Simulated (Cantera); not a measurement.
What does this Cantera script print?

```python
import numpy as np
import cantera as ct

gas = ct.Solution("gri30.yaml")
gas.TPX = 625, 110000, {'CH4': 1, 'C2H6': 0.091, 'O2': 1.3, 'N2': 6.23}
flame = ct.FreeFlame(gas, width=0.037)
flame.set_refine_criteria(ratio=3, slope=0.08, curve=0.16)
flame.transport_model = "mixture-averaged"
flame.solve(loglevel=0, auto=True)
z, T = flame.grid, flame.T
thick = (T[-1] - T[0]) / np.gradient(T, z).max()
show = ['CH4', 'C2H6', 'O2', 'CH2O', 'CH3', 'C2H2']
print(f"laminar burning velocity  {flame.velocity[0] * 100:.3f} cm/s")
print(f"burnt temperature         {T[-1]:.1f} K")
print(f"thermal thickness         {thick * 1e3:.4f} mm")
print(f"grid points               {len(z)}")
z0 = z[flame.heat_release_rate.argmax()]
print(f"{'z/mm':>9s}{'T/K':>9s}{'u/(m/s)':>9s}" + "".join(f"{s:>11s}" for s in show))
rows = []
for k in (-3, -2, -1.5, -1, -0.5, -0.25, 0, 0.25, 0.5, 1, 2, 4, 8):
    zz = z0 + k * thick
    rows.append([k * thick, np.interp(zz, z, T), np.interp(zz, z, flame.velocity),
                 *(np.interp(zz, z, flame.X[gas.species_index(s)]) for s in show)])
    print(f"{rows[-1][0] * 1e3:9.3f}{rows[-1][1]:9.1f}{rows[-1][2]:9.3f}" + "".join(f"{x:11.3e}" for x in rows[-1][3:]))
```

Output:

```
laminar burning velocity  20.069 cm/s
burnt temperature         1810.9 K
thermal thickness         1.4375 mm
grid points               111
     z/mm      T/K  u/(m/s)        CH4       C2H6         O2       CH2O        CH3       C2H2
   -4.313    626.6    0.202  1.150e-01  1.049e-02  1.497e-01  9.259e-07  8.145e-11  6.107e-07
   -2.875    635.3    0.207  1.134e-01  1.040e-02  1.480e-01  8.491e-06  8.599e-10  5.547e-06
   -2.156    659.0    0.216  1.106e-01  1.025e-02  1.452e-01  3.681e-05  6.823e-09  2.391e-05
   -1.438    752.5    0.250  1.020e-01  9.659e-03  1.357e-01  2.084e-04  3.007e-07  1.355e-04
   -0.719   1071.4    0.365  7.485e-02  6.488e-03  1.005e-01  1.041e-03  5.529e-05  8.050e-04
   -0.359   1349.4    0.467  5.012e-02  3.223e-03  6.573e-02  1.076e-03  4.397e-04  1.813e-03
    0.000   1613.6    0.565  2.556e-02  8.532e-04  2.967e-02  3.502e-04  1.292e-03  4.099e-03
    0.359   1751.3    0.617  1.311e-02  1.773e-04  1.028e-02  8.972e-05  1.246e-03  6.420e-03
    0.719   1800.5    0.635  9.034e-03  5.452e-05  3.802e-03  3.313e-05  8.288e-04  7.330e-03
    1.438   1825.4    0.644  6.860e-03  1.256e-05  8.301e-04  9.853e-06  3.969e-04  7.792e-03
    2.875   1830.0    0.646  5.717e-03  3.646e-06  1.158e-04  3.856e-06  2.018e-04  7.909e-03
    5.750   1826.8    0.646  4.717e-03  1.888e-06  9.369e-06  2.447e-06  1.402e-04  7.767e-03
   11.500   1821.5    0.646  3.761e-03  1.129e-06  1.442e-07  1.753e-06  1.049e-04  7.189e-03
```

Model: GRI-Mech 3.0 (53 species, 325 reactions), integrated in Cantera. Burning velocities carry a grid error of a few per cent, more on coarse grids.
